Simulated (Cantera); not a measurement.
A perfectly stirred reactor is fed with H2 : O2 : N2 = 0.072 : 1 : 0.24 (molar parts), at 3700 Pa; it is held at 1200 K, and followed from long to short residence time.

Detailed kinetics in Cantera: the H2/O2 subset of GRI-Mech 3.0, which has no nitrogen chemistry. Radical loss at walls, strong at low pressure, is not modelled. The temperature is held fixed by assumption; the heat of reaction is taken as removed at once.

x: mole fraction; the columns are a selection and need not sum to one.

| τ (s) | x H2 | x O2 | x H2O | x H2O2 | x O | x OH | x H |
|---|---|---|---|---|---|---|---|
| 12 | 2.44e-5 | 0.755 | 0.0563 | 6.10e-8 | 0.000161 | 0.000264 | 3.63e-6 |
| 5.1 | [?] | 0.755 | 0.0562 | [?] | [?] | [?] | [?] |
| 2.2 | 7.07e-5 | 0.755 | 0.0561 | 1.07e-7 | 0.000499 | 0.000466 | 1.98e-5 |
| 0.96 | 0.000117 | 0.754 | 0.0559 | 1.35e-7 | 0.000861 | 0.000616 | 4.52e-5 |
| 0.42 | [?] | 0.754 | 0.0557 | [?] | [?] | [?] | [?] |
| 0.18 | 0.000318 | 0.753 | 0.0553 | 2.00e-7 | 0.00251 | 0.00108 | 0.000232 |
| 0.078 | 0.000519 | 0.751 | 0.0548 | 2.35e-7 | 0.00419 | 0.00143 | 0.000513 |
| 0.034 | 0.000839 | 0.748 | 0.0538 | 2.70e-7 | 0.00675 | 0.00187 | 0.00109 |
| 0.015 | 0.00135 | 0.745 | 0.0523 | 3.05e-7 | 0.0103 | 0.00242 | 0.00216 |
| 0.0063 | 0.00223 | 0.740 | 0.0499 | 3.44e-7 | 0.0149 | 0.00312 | 0.00407 |
| 0.0027 | 0.00374 | 0.736 | 0.0465 | 3.95e-7 | 0.0190 | 0.00389 | 0.00660 |

Problem. Complete the blanks.

Solution. 
- 5.1, x H2: 4.19e-5
- 5.1, x H2O2: 8.19e-8
- 5.1, x O: 0.000286
- 5.1, x OH: 0.000352
- 5.1, x H: 8.56e-6
- 0.42, x H2: 0.000193
- 0.42, x H2O2: 1.66e-7
- 0.42, x O: 0.00147
- 0.42, x OH: 0.000813
- 0.42, x H: 0.000102
